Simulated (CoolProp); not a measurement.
Vapour-liquid equilibrium of dimethyl carbonate (1) + n-decane (2) at 141.25 °C; x and y are mole fractions of (1).

Model: multi-fluid Helmholtz-energy mixture model, Zhou 2011 and Lemmon 2006; pair parameters Bell 2016, in CoolProp.

```csv
x,bubble pressure (bar),y at the bubble point,dew pressure at overall composition x (bar),liquid density (mol/L)
0.05,1.032,0.614,0.4261,4.573
0.2,2.276,0.836,0.5057,4.988
0.35,2.881,0.879,0.6209,5.486
0.5,3.193,0.898,0.8028,6.102
0.65,3.420,0.914,1.134,6.891
0.8,3.669,0.937,1.915,7.934
0.95,3.980,0.978,3.786,9.364
```

No azeotrope shows between x = 0.05 and 0.95.

The pair parameters rest on a limited set of measurements; away from them the model extrapolates. With so large a gap from Raoult's law the liquid may split in two, which this calculation doesn't test in full.
